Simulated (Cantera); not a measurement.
A Cantera script and what it prints.

```python
import numpy as np
import cantera as ct

gas_names = [...]  # 151 gases of nasa_gas.yaml made of C, H, N, O, Si
cond_names = """
    C(gr) C6H6(L) C7H8(L) C8H18(L),n-octa H2O(s) H2O(L) Si(cr) Si(L) SiC(b) SiO2(Lqz) SiO2(hqz) SiO2(L)
    Si2N2O(s) Si3N4(a)
""".split()


# ... load() reads the species with a 1 bar reference pressure and builds the phases ...
atoms = {
    'HMDSO': {'Si': 2, 'C': 6, 'H': 18, 'O': 1},
    'NO': {'N': 1, 'O': 1},
    'N2': {'N': 2},
}
top_T = {'C(gr)': 4500, 'SiC(b)': 3050, 'Si2N2O(s)': 2100, 'Si3N4(a)': 2400}  # K; cautious upper limits of use, not melting points


# ... equilibrate(T, P, feed) seeds the gas with the atoms and calls Mixture.equilibrate('TP', solver="vcs", rtol=1e-11, max_steps=5000) ...
results = []
feed = {'HMDSO': 1, 'NO': 0.17, 'N2': 4.7}  # mol
P = 5.4  # Pa
for T in [773, 823, 873, 923, 973, 1023, 1073, 1123, 1173, 1223, 1273, 1323, 1373]:
    mix = equilibrate(T, P, feed)
    results.append((T, P, feed, dict(zip(mix.species_names, mix.species_moles))))

top = {s: max(r[3][s] / sum(r[3][g] for g in gas_names) for r in results) for s in gas_names}
cols = sorted((s for s in top if top[s] > 0.001), key=lambda s: -top[s])[:5]
seen = [c for c in cond_names if any(r[3].get(c, 0) > 1e-12 for r in results)]
print("log10 of partial pressures in bar; condensed amounts in mol")
print(f"{'T/K':>10s}" + "".join(f"{s[:9]:>10s}" for s in cols + seen))
for T, P, feed, n in results:
    ng = sum(n[g] for g in gas_names)
    print(f"{T:10.4g}" + "".join(f"{np.log10(max(n[s] / ng * P / 1e5, 1e-99)):10.3f}" for s in cols)
          + "".join(f"{n.get(c, 0):10.4g}" for c in seen))
```

It prints:

```
log10 of partial pressures in bar; condensed amounts in mol
       T/K        H2        N2        CO     C(gr)    SiC(b) SiO2(Lqz) SiO2(hqz) Si2N2O(s)
       773    -4.422    -4.792    -7.762     5.995         0    0.1106         0    0.9447
       823    -4.423    -4.793    -7.025     5.977         0   0.09833         0    0.9508
       873    -4.424    -4.798    -6.376     5.899         0         0    0.0462    0.9769
       923    -4.426    -4.802    -6.150      5.83         0         0         0         1
       973    -4.426    -4.802    -6.150      5.83         0         0         0         1
      1023    -4.426    -4.802    -6.150      5.83         0         0         0         1
      1073    -4.426    -4.802    -6.150      5.83         0         0         0         1
      1123    -4.426    -4.802    -6.150      5.83         0         0         0         1
      1173    -4.426    -4.802    -6.150      5.83         0         0         0         1
      1223    -4.428    -4.800    -6.066     5.717   0.07497         0         0    0.9625
      1273    -4.488    -4.763    -5.374      2.83     1.999         0         0         0
      1323    -4.488    -4.763    -5.375      2.83     1.999         0         0         0
      1373    -4.488    -4.763    -5.375      2.83     1.999         0         0         0
```

These are equilibrium values from Cantera (NASA tables, ideal gas, pure condensed phases), not measurements of a reactor. The feed counts by its element totals alone. Mutual solubility and eutectic melting of coexisting phases are not modelled.
